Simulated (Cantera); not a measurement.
Input (Python, Cantera) and output of one run.

```python
import numpy as np
import cantera as ct

gas_names = """
    H HO2 H2 H2O H2O2 Li LiH LiO LiOH Li2 Li2O Li2O2 Li2O2H2 O OH O2 O3
""".split()
cond_names = """
    H2O(s) H2O(L) Li(cr) Li(L) LiH(s) LiH(L) LiOH(s) LiOH(L) Li2O(s) Li2O(L)
""".split()


# ... load() reads the species with a 1 bar reference pressure and builds the phases ...
atoms = {
    'LiOH': {'Li': 1, 'O': 1, 'H': 1},
    'H2O': {'H': 2, 'O': 1},
}
top_T = {}  # K; cautious upper limits of use, not melting points


# ... equilibrate(T, P, feed) seeds the gas with the atoms and calls Mixture.equilibrate('TP', solver="vcs", rtol=1e-11, max_steps=5000) ...
results = []
feed = {'LiOH': 1, 'H2O': 2}  # mol
T = 1298  # K
P = 320  # Pa
mix = equilibrate(T, P, feed)
results.append((T, P, feed, dict(zip(mix.species_names, mix.species_moles))))
x = sorted(zip(gas.X, gas.species_names), reverse=True)
print(f"T = {T:g} K  P = {P:g} Pa  gas = {mix.phase_moles(0):.4g} mol")
print("   x: " + "  ".join(f"{s} {v:.3e}" for v, s in x if v > 0.0001))
print("   condensed (mol): " + ("  ".join(f"{mix.phase(i).name} {mix.phase_moles(i):.4g}"
      for i in range(1, mix.n_phases) if mix.phase_moles(i) > 1e-12) or "none"))
```

Result:

```
T = 1298 K  P = 320 Pa  gas = 2.574 mol
   x: H2O 9.424e-01  LiOH 5.704e-02  Li2O2H2 2.855e-04  H2 1.600e-04
   condensed (mol): Li2O(s) 0.4259
```

Cantera equilibrium calculation (NASA polynomials, part measured and part estimated; ideal gas, pure solids and liquids).
